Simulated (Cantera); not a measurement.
Input (Python, Cantera) and output of one run.

```python
import numpy as np
import cantera as ct

gas_names = """
    H HO2 H2 H2O H2O2 O OH O2 O3 Ta TaO TaO2
""".split()
cond_names = """
    H2O(s) H2O(L) Ta(cr) Ta(L) Ta2O5(s) Ta2O5(L)
""".split()


def load(file, names, dense=False):
    # The tables refer to 1 bar. Condensed volumes are neglected.
    table = {s.name: s for s in ct.Species.list_from_file(file)}
    out = []
    for n in names:
        d = dict(table[n].input_data)
        d["thermo"] = dict(d["thermo"], **{"reference-pressure": 1e5})
        if dense:
            d["equation-of-state"] = {"model": "constant-volume", "density": "1e6 g/cm^3"}
        out.append(ct.Species.from_dict(d))
    return out


gas = ct.Solution(thermo="ideal-gas", species=load("nasa_gas.yaml", gas_names))
cond = {s.name: ct.Solution(thermo="fixed-stoichiometry", species=[s], name=s.name)
        for s in load("nasa_condensed.yaml", cond_names, dense=True)}
atoms = {
    'Ta': {'Ta': 1},
    'H2O': {'H': 2, 'O': 1},
    'H2': {'H': 2},
}
top_T = {}  # K; cautious upper limits of use, not melting points


def equilibrate(T, P, feed):
    n = {}
    for name, mol in feed.items():
        for a, k in atoms[name].items():
            n[a] = n.get(a, 0.0) + k * mol
    gas.TPX = T, P, n
    mass = sum(n.values()) * gas.mean_molecular_weight
    gas.equilibrate("TP")
    valid = [c for c in cond.values() if c.min_temp <= T <= top_T.get(c.name, c.max_temp)]
    mix = ct.Mixture([(gas, mass / gas.mean_molecular_weight)] + [(c, 0.0) for c in valid])
    mix.T, mix.P = T, P
    mix.equilibrate("TP", solver="vcs", rtol=1e-11, max_steps=5000)
    return mix


results = []
feed = {'Ta': 1, 'H2O': 0.96, 'H2': 45}  # mol
T = 1898.15  # K
P = 10000  # Pa
mix = equilibrate(T, P, feed)
results.append((T, P, feed, dict(zip(mix.species_names, mix.species_moles))))
print(gas.report(threshold=0.001))
for i in range(1, mix.n_phases):
    print(f"{mix.phase(i).name:16s} {mix.phase_moles(i):12.5e} mol")
```

It prints:

```
       temperature   1898.2 K
          pressure   10000 Pa
           density   0.0012876 kg/m^3
  mean mol. weight   2.0321 kg/kmol
   phase of matter   gas

                          1 kg             1 kmol
                     ---------------   ---------------
          enthalpy        2.4488e+07        4.9764e+07  J
   internal energy        1.6722e+07        3.3982e+07  J
           entropy         1.014e+05        2.0605e+05  J/K
    Gibbs function       -1.6798e+08       -3.4135e+08  J
 heat capacity c_p             16649             33834  J/K
 heat capacity c_v             12558             25520  J/K

                      mass frac. Y      mole frac. X     chem. pot. / RT
                     ---------------   ---------------   ---------------
                 H         0.0012253         0.0024701           -10.811
                H2           0.98847           0.99639           -21.621
               H2O          0.010102         0.0011396           -51.646
     [   +9 minor]        0.00020197        2.1641e-06

Ta(cr)            6.36956e-01 mol
Ta2O5(s)          1.81477e-01 mol
```

Equilibrium computed with Cantera from the NASA thermochemical tables; the gas is ideal and each condensed phase is pure. Mutual solubility and eutectic melting of coexisting phases are not modelled. Condensed phases not in the tables: N, O or C dissolved in the metal.
